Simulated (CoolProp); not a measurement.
Properties of decamethylcyclopentasiloxane (D5) at several states.

The numbers come from the reference Helmholtz-energy equation of state, Thol 2019 in CoolProp.

```json
[
 {"T (K)": "459.1", "p (bar)": "38.2", "phase": "liquid", "density (kg/m³)": "791.9", "cp (kJ/(kg K))": "1.936", "cv (kJ/(kg K))": "1.717", "expansivity (1/kK)": "1.374", "fugacity coefficient": "0.02137"},
 {"T (K)": "259.4", "p (bar)": "15", "phase": "liquid", "density (kg/m³)": "997.2", "cp (kJ/(kg K))": "1.688", "cv (kJ/(kg K))": "1.397", "expansivity (1/kK)": "1.091", "fugacity coefficient": "2.796e-7"},
 {"T (K)": "433.2", "p (bar)": "0.563", "phase": "liquid", "density (kg/m³)": "806.3", "cp (kJ/(kg K))": "1.905", "cv (kJ/(kg K))": "1.670", "expansivity (1/kK)": "1.451", "fugacity coefficient": "0.4404"},
 {"T (K)": "339.6", "p (bar)": "1.4", "phase": "liquid", "density (kg/m³)": "909.7", "cp (kJ/(kg K))": "1.758", "cv (kJ/(kg K))": "1.504", "expansivity (1/kK)": "1.171", "fugacity coefficient": "0.002964"},
 {"T (K)": "286.8", "p (bar)": "0.104", "phase": "liquid", "density (kg/m³)": "965.8", "cp (kJ/(kg K))": "1.703", "cv (kJ/(kg K))": "1.426", "expansivity (1/kK)": "1.114", "fugacity coefficient": "0.0006524"},
 {"T (K)": "587.4", "p (bar)": "0.453", "phase": "gas", "density (kg/m³)": "3.504", "cp (kJ/(kg K))": "1.903", "cv (kJ/(kg K))": "1.878", "expansivity (1/kK)": "1.826", "fugacity coefficient": "0.9818"}
]
```
